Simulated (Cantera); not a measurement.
A perfectly stirred reactor is fed with 3.60 % CH4, 3.53 % H2, 19.5 % O2, 73.4 % N2, equivalence ratio 0.46, at 1.00 atm; it is adiabatic with a 325 K inlet, and is followed from long to short residence time, starting on the burning branch (τ in s: 0.069, 0.034, 0.016, 0.008, 0.0039, 0.0019, 0.00094, 0.00046, 0.00022, 0.00011, 5.4e-05, 2.6e-05, 1.3e-05).

Cantera simulation using GRI-Mech 3.0 (53 species, 325 reactions); the numbers are that mechanism's predictions, not measurements.

Problem. Predict: blow-out, bracketed by the residence times tried; x(CH4) at τ = 69.0 ms; x(H2) at τ = 69.0 ms; x(O2) at τ = 69.0 ms; x(CO2) at τ = 69.0 ms; x(C2H6) at τ = 69.0 ms; x(CH4) at τ = 0.940 ms; x(H2) at τ = 0.940 ms; x(O2) at τ = 0.940 ms; x(CO2) at τ = 0.940 ms; x(C2H6) at τ = 0.940 ms.

Solution. 
| Property | Value |
|---|---|
| blow-out, bracketed by the residence times tried | burning at 0.940 ms, out at 0.460 ms |
| x(CH4) at τ = 69.0 ms | 3.18e-5 |
| x(H2) at τ = 69.0 ms | 9.14e-5 |
| x(O2) at τ = 69.0 ms | 0.107 |
| x(CO2) at τ = 69.0 ms | 0.0362 |
| x(C2H6) at τ = 69.0 ms | 4.93e-9 |
| x(CH4) at τ = 0.940 ms | 0.000873 |
| x(H2) at τ = 0.940 ms | 0.00232 |
| x(O2) at τ = 0.940 ms | 0.113 |
| x(CO2) at τ = 0.940 ms | 0.0265 |
| x(C2H6) at τ = 0.940 ms | 4.55e-7 |
